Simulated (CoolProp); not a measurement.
Vapour-liquid equilibrium of dimethyl ether (1) + ethanol (2) at 5.72 bar; x and y are mole fractions of (1).

The numbers come from the multi-fluid Helmholtz-energy mixture model, Wu 2011 and Schroeder 2014; pair parameters Bell 2016 in CoolProp.

Q: Give the bubble temperature and the first vapour's composition at x = 0.65, 0.8, 0.95. Is there an azeotrope?

A: x = 0.65: 36.0 °C, y = 0.985; x = 0.8: 30.8 °C, y = 0.992; x = 0.95: 25.8 °C, y = 0.998. No azeotrope shows between x = 0.05 and 0.95.

Pair parameters are fitted to limited data, so mixtures are less certain than the pure fluids.
